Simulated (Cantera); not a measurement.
Input: 1 mol Si, 0.11 mol CO₂, 540 mol H₂, equilibrated at 1798.15 K and 1.00 bar.

Equilibrium computed with Cantera from the NASA thermochemical tables; the gas is ideal and each condensed phase is pure. Candidate condensed phases: C, C₆H₆, C₇H₈, C₈H₁₈, H₂O, Si, SiC, SiO₂; 123 gas species. Mutual solubility and eutectic melting of coexisting phases are not modelled. Gases not in the tables: Si₂H₆ and higher silanes. Kinetics and transport are ignored.

Base state: H₂ 0.999, SiO 0.000369, H 0.000352, CO 3.81e-5, SiH₂ 2.95e-5, CH₄ 1.85e-5 (mole fractions); condensed: Si(l) + SiC(s).

Question: What changes in the equilibrium state with this change: 1.4 mol NH₃ added?

Answer: 
```tsv
species	before	after
H₂	0.999	0.998
N₂	0	0.00129
SiO	0.000369	0.000367
CO	3.81e-5	3.79e-5
CH₄	1.85e-5	1.84e-5
Si(l), mol	0.701	0.704
SiC(s), mol	0.0793	0.0763
```
Further candidate phases: Si₂N₂O, Si₃N₄.

Question: What changes in the equilibrium state with this change: temperature from 1798.15 K to 1900 K?

Answer: 
| species | before | after |
|---|---|---|
| H₂ | 0.999 | 0.999 |
| H | 0.000352 | 0.000793 |
| SiO | 0.000369 | 0.000342 |
| SiH₂ | 2.95e-5 | 5.82e-5 |
| Si | 3.09e-6 | 1.26e-5 |
| SiH | 3.54e-6 | 1.09e-5 |
| CO | 3.81e-5 | 6.47e-5 |
| CH₄ | 1.85e-5 | 2.08e-5 |
| Si(l), mol | 0.701 | 0.707 |
| SiC(s), mol | 0.0793 | 0.0629 |
